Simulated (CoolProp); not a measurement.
A closed Brayton cycle with carbon dioxide: compressor inlet 306.15 K and 8.1 MPa, high pressure 26.7 MPa, turbine inlet 850 K, compressor efficiency 0.8, turbine efficiency 0.85, recuperator effectiveness 0.95 (on enthalpy, no pinch check). Each further row changes one setting.

The numbers come from the reference Helmholtz-energy equation of state, Span 1996 in CoolProp.

```tsv
case	thermal efficiency (%)	net work (kJ/kg)	compressor to turbine work	compressor exit (K)	turbine exit (K)
as stated	37.6	118	0.22	343.4	713.6
turbine inlet 800 K	35.8	107	0.23	343.4	668.3
compressor inlet 316.15 K	34.8	90.6	0.40	409.2	713.6
high pressure 22.7 MPa	36.2	105	0.20	337.3	731.6
recuperator effectiveness 0.5	23.0	118	0.22	343.4	713.6
```
